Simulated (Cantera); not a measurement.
Gas-phase reforming

An isothermal, constant-pressure homogeneous reactor starts with 69.8 % CH4, 30.2 % CO2, at 1425 K and 3750 Torr.

Cantera simulation using GRI-Mech 3.0 (53 species, 325 reactions); the numbers are that mechanism's predictions, not measurements. GRI-Mech 3.0 stops at C3 and has no aromatics, soot or wall deposition, so with more carbon than oxygen in the feed, carbon stays in small species such as C2H2 where larger ones or solid carbon would form.

```
t (s)     x CH4   x CO2     x O     x H2O     x CH2     x C2H      x OH
--------  -----  ------  ------  --------  --------  --------  --------
3.00e-6   0.698   0.302  <1e-12   2.91e-9    <1e-12    <1e-12  9.01e-12
1.72e-5   0.698   0.302  <1e-12   1.69e-8  3.42e-12    <1e-12  9.08e-12
9.85e-5   0.698   0.302  <1e-12   1.01e-7  4.32e-11    <1e-12  9.98e-12
0.000565  0.697   0.302  <1e-12   6.43e-7  6.09e-11    <1e-12  1.13e-11
0.00324   0.696   0.302  <1e-12   5.10e-6  1.05e-10    <1e-12  2.03e-11
0.0185    0.684   0.301  <1e-12  0.000103  1.92e-10  3.11e-12  1.11e-10
0.106     0.615   0.287  <1e-12   0.00319  1.55e-10  7.38e-11  8.10e-10
0.609     0.406   0.202  <1e-12    0.0540  2.19e-10  3.22e-10   6.89e-9
3.49      0.264  0.0627  <1e-12     0.153  4.28e-10  5.96e-10   2.25e-8
20.0      0.270  0.0445  <1e-12     0.102  2.31e-10  3.20e-10   1.36e-8
```
x: mole fraction; the columns are a selection and need not sum to one.

Equilibrium at this temperature and pressure: CH4 0.210, CO2 1.31e-5, O <1e-12, H2O 3.27e-5, CH2 7.34e-11, C2H 3.73e-11, OH 3.45e-12 (gas phase only).
